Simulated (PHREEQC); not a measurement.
Consider water at 80 °C with 0.12 mol/kgw Li2SO4, 0.00047 mol/kgw NaHSO4 and 0.00091 mol/kgw Li2CO3. Closed to the air; pH follows from the charge balance.

Model: ion-association model, phreeqc.dat, run in PHREEQC.

Precipitation was switched off in this run.

### Question
Order these C species by the share of C that they hold, largest first: CO2, HCO3-, NaCO3-, CO3-2.

### Answer
HCO3- (85 %), CO3-2 (15 %), NaCO3- (0.27 %), CO2 (0.16 %)

The pH is 8.88 and the ionic strength 0.321 mol/kgw. Constants without temperature data keep their 25 °C values here.
